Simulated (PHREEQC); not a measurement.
KBr is added in steps, without added water, to 1 kg of water holding 0.0008 mol PbCl2, 0.00035 mol NaNO3 and 7.1e-05 mol Cu(NO3)2, at 25 °C. Oxygen is held at 0.21 atm. CO2 from the air is kept out. The run lets Halite, Sylvite, Pb(OH)2 precipitate or redissolve, and no other solid.

Base run: PHREEQC, ion-association model, phreeqc.dat. Each further column changes one thing. The table gives pH.

| KBr added (mol) | base | PbCl2 from 0.0008 to 0.0016 mol/kgw | temperature from 25 to 90 °C | no solid may form |
|---|---|---|---|---|
| 0 | 5.44 | 5.32 | 4.80 | 5.44 |
| 0.0004 | 5.45 | 5.32 | 4.81 | 5.45 |
| 0.001 | 5.45 | 5.33 | 4.82 | 5.45 |
| 0.0014 | 5.46 | 5.34 | 4.83 | 5.46 |
| 0.0018 | 5.46 | 5.34 | 4.84 | 5.46 |
| 0.0022 | 5.47 | 5.34 | 4.85 | 5.47 |
| 0.0028 | 5.48 | 5.35 | 4.86 | 5.48 |
| 0.0032 | 5.48 | 5.35 | 4.87 | 5.48 |

 Constants without temperature data keep their 25 °C values here. The database's Pb(OH)2 solid is less soluble than what usually precipitates.
